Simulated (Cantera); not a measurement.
Input: 1 mol MgCO3, 0.31 mol SO3, 0.069 mol H2O, 1.3 mol O2, held at 1850 K and 53.0 mbar.

Equilibrium computed with Cantera from the NASA thermochemical tables; the gas is ideal and each condensed phase is pure. Candidate condensed phases: C, C6H6, C7H8, C8H18, H2O, H2SO4, Mg, MgCO3, MgO, Mg(OH)2, MgS, MgSO4, S; 130 gas species. Rates play no part.

Base state: O2 0.513, CO2 0.352, SO2 0.109, H2O 0.0237, OH 0.00117, CO 0.000727, O 0.000600, SO3 0.000160 (mole fractions); condensed: MgO(s).

Question: What changes in the equilibrium state with this change: pressure from 53.0 mbar to 1.00 bar?

Answer: 
| species | before | after |
|---|---|---|
| O2 | 0.513 | 0.513 |
| CO2 | 0.352 | 0.353 |
| SO2 | 0.109 | 0.109 |
| OH | 0.00117 | 0.000567 |
| CO | 0.000727 | 0.000168 |
| H2O | 0.0237 | 0.0241 |
| SO | 2.26e-5 | 5.18e-6 |
| O | 0.000600 | 0.000138 |
| SO3 | 0.000160 | 0.000691 |
| H2 | 1.22e-5 | 2.85e-6 |
| MgO(s), mol | 1.000 | 1.000 |

Question: What changes in the equilibrium state with this change: temperature from 1850 K to 1648.15 K?

Answer: 
| species | before | after |
|---|---|---|
| O2 | 0.513 | 0.513 |
| CO2 | 0.352 | 0.353 |
| SO2 | 0.109 | 0.109 |
| OH | 0.00117 | 0.000324 |
| CO | 0.000727 | 7.88e-5 |
| H2O | 0.0237 | 0.0242 |
| SO | 2.26e-5 | 2.05e-6 |
| O | 0.000600 | 7.89e-5 |
| MgO(s), mol | 1.000 | 1.00 |

Question: What changes in the equilibrium state with this change: pressure from 53.0 mbar to 10.0 mbar?

Answer: 
```json
[
 {"species": "O2", "before": "0.513", "after": "0.512"},
 {"species": "CO2", "before": "0.352", "after": "0.350"},
 {"species": "SO2", "before": "0.109", "after": "0.109"},
 {"species": "CO", "before": "0.000727", "after": "0.00167"},
 {"species": "O", "before": "0.000600", "after": "0.00138"},
 {"species": "H2O", "before": "0.0237", "after": "0.0234"},
 {"species": "H", "before": "8.17e-6", "after": "2.83e-5"},
 {"species": "SO3", "before": "0.000160", "after": "6.92e-5"},
 {"species": "SO", "before": "2.26e-5", "after": "5.20e-5"},
 {"species": "H2", "before": "1.22e-5", "after": "2.77e-5"},
 {"species": "MgO(s), mol", "before": "1.000", "after": "1.000"}
]
```
